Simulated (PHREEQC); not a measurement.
# Nickel, zinc or cadmium bath (model solution)

A solution holds 11 mmol/kgw Ni(NO3)2, 47 mmol/kgw Na2SO4 and 69 mmol/kgw NiCl2, at 25 °C. Closed to the air; pH follows from the charge balance.

Computed with PHREEQC (ion-association model, wateq4f.dat).

Each row changes one thing in this solution. No solid was allowed to form.

```
case                                     pH  ionic strength (mol/kgw)  Cl- (mol/kgw)  Ni+2 (mol/kgw)  SO4-2 (mol/kgw)  NiSO4 (mol/kgw)  SI of Ni(OH)2 (Ni(OH)2)  SI of Morenosite (NiSO4:7H2O)
-------------------------------------  ----  ------------------------  -------------  --------------  ---------------  ---------------  -----------------------  -----------------------------
as made                                5.93                     0.286          0.131          0.0551           0.0252           0.0188                    -0.74                          -1.64
0.059 mol/kgw NaAlO2 added                …                         …          0.131          0.0565           0.0252                …                    +3.28                          -1.68
diluted 5-fold with water              6.10                    0.0636         0.0272          0.0128          0.00631          0.00283                        …                          -2.48
Ni(NO3)2 from 0.011 to 0.0099 mol/kgw  5.93                     0.284          0.131          0.0542           0.0253           0.0187                    -0.74                          -1.65
Ni(NO3)2 left out                      5.97                     0.260          0.132          0.0463           0.0263           0.0175                    -0.73                          -1.68
NiCl2 from 0.069 to 0.104 mol/kgw      5.84                     0.365          0.192          0.0801           0.0228           0.0217                    -0.77                          -1.58
```

Question: Some entries are withheld; supply them.

Answer: 
- 0.059 mol/kgw NaAlO2 added, pH: 7.94
- 0.059 mol/kgw NaAlO2 added, ionic strength (mol/kgw): 0.348
- 0.059 mol/kgw NaAlO2 added, NiSO4 (mol/kgw): 0.0173
- diluted 5-fold with water, SI of Ni(OH)2 (Ni(OH)2): -0.86

Some of these states are supersaturated (in Ni(OH)2, Basaluminite, for instance).
